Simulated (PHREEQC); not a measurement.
**Nickel, zinc or cadmium bath**

Make-up at 25 °C: 0.042 mol CdSO4, 0.085 mol H3BO3 and 0.05 mol HCl per kg of water. Closed to the air; pH follows from the charge balance.

Computed with PHREEQC (ion-association model, phreeqc.dat).

Each row changes one thing in this solution. No solid was allowed to form.

| case | pH | ionic strength (mol/kgw) | Cl- (mol/kgw) | HSO4- (mol/kgw) | SO4-2 (mol/kgw) | H2BO3- (mol/kgw) |
|---|---|---|---|---|---|---|
| as made | 1.57 | 0.110 | 0.0313 | 0.0173 | 0.0142 | 2.41e-9 |
| diluted 10-fold with water | 2.41 | 0.0158 | 0.00431 | [?] | 0.00268 | 1.44e-9 |
| CdSO4 replaced by CuSO4 at the same molality | 1.57 | [?] | [?] | 0.0168 | 0.0147 | 2.45e-9 |
| CdSO4 from 0.042 to 0.063 mol/kgw | 1.62 | 0.143 | [?] | 0.0206 | 0.0206 | 2.79e-9 |

**Question.** Fill in the missing entries.

**Answer.** 
- diluted 10-fold with water, HSO4- (mol/kgw): 0.000698
- CdSO4 replaced by CuSO4 at the same molality, ionic strength (mol/kgw): 0.139
- CdSO4 replaced by CuSO4 at the same molality, Cl- (mol/kgw): 0.0485
- CdSO4 from 0.042 to 0.063 mol/kgw, Cl- (mol/kgw): 0.0274

Species that the database lacks are ignored.
